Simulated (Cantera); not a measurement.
Mixture: CH4 : C2H6 : O2 : N2 = 1 : 0.082 : 1.2 : 6.26 (molar parts), at 2550 Torr, adiabatic and at constant volume. Ignition delay is the time to a rise of 400 K.

Model: GRI-Mech 3.0 (53 species, 325 reactions), integrated in Cantera.

Question: What does this change do: C2H6 0.082 to 0.054 parts?

Answer: 
```
quantity                                                before       after
--------------------------------------------------  ----------  ----------
delay at 1073 K                                        17.5 ms     28.1 ms
delay at 1148 K                                        7.30 ms     12.0 ms
delay at 1223 K                                        3.35 ms     5.33 ms
delay at 1298 K                                        1.59 ms     2.39 ms
delay at 1373 K                                       0.754 ms     1.07 ms
delay at 1448 K                                       0.360 ms    0.488 ms
delay at 1523 K                                       0.175 ms    0.228 ms
apparent activation energy between 1373 and 1523 K  170 kJ/mol  180 kJ/mol
```

Question: What does this change do: 0.22 parts CO2 added?

Answer: 
```csv
quantity,before,after
delay at 1073 K,17.5 ms,18.0 ms
delay at 1148 K,7.30 ms,7.56 ms
delay at 1223 K,3.35 ms,3.50 ms
delay at 1298 K,1.59 ms,1.66 ms
delay at 1373 K,0.754 ms,0.794 ms
delay at 1448 K,0.360 ms,0.379 ms
delay at 1523 K,0.175 ms,0.185 ms
apparent activation energy between 1373 and 1523 K,170 kJ/mol,170 kJ/mol
```
